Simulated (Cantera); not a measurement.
Input: 1 mol Al, 0.81 mol HCl, a varied amount of H2, held at 1127 °C and 10.0 Pa.

Equilibrium computed with Cantera from the NASA thermochemical tables; the gas is ideal and each condensed phase is pure. Candidate condensed phases: Al, AlCl3; 12 gas species. Kinetics and transport are ignored.

Question: Which condensed phases are stable at each of these points (n(H2) (mol)): 3.8, 5.7, 7.6, 9.4, 11, 13, 15, 17, 19?

Answer: 
```
n(H2) (mol)  condensed phases  Al condensed (%)
-----------  ----------------  ----------------
3.8                     Al(l)               7.2
5.7                     Al(l)               2.8
7.6                  gas only               0.0
9.4                  gas only               0.0
11                   gas only               0.0
13                   gas only               0.0
15                   gas only               0.0
17                   gas only               0.0
19                   gas only               0.0
```

From 3.8 mol H2 to 5.7 mol H2 the condensed part is Al(l). From 7.6 mol H2 to 19 mol H2 nothing is condensed.
